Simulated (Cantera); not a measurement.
Input: 1 mol HMDSO, 0.082 mol O3, held at 1327 °C and 1100 Pa.

These are equilibrium values from Cantera (NASA tables, ideal gas, pure condensed phases), not measurements of a reactor. Candidate condensed phases: C, C6H6, C7H8, C8H18, H2O, Si, SiC, SiO2; 123 gas species. The feed counts by its element totals alone. The numbers say what is thermodynamically allowed, not how fast it happens.

Q: What is the equilibrium state?

A: 
- x(H2): 0.878
- x(CO): 0.121
- x(H): 0.000486
- x(SiO): 0.000352
- x(C2H2 (acetylene)): 2.41e-5
- x(CH4): 1.38e-5
- x(H2O): 1.02e-6
- n(C(graphite)): 2.76 mol
- n(SiC(s)): 2.00 mol
- gas amount: 10.25 mol
- log10 activity of Si(s) (absent): -1.98
